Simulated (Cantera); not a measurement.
Mixture: CH4 : O2 : N2 = 1 : 2.9 : 10.9 (molar parts), equivalence ratio 0.69, at 0.928 atm, adiabatic and at constant pressure. Ignition delay is the time to a rise of 400 K.

Cantera simulation using GRI-Mech 3.0 (53 species, 325 reactions); the numbers are that mechanism's predictions, not measurements.

### Question
What does this change do: pressure from 0.928 atm to 1.00 atm?

### Answer
```csv
quantity,before,after
delay at 1000 K,0.978 s,0.904 s
delay at 1100 K,0.181 s,0.169 s
delay at 1200 K,39.7 ms,37.3 ms
delay at 1300 K,10.2 ms,9.59 ms
apparent activation energy between 1250 and 1350 K,180 kJ/mol,180 kJ/mol
```
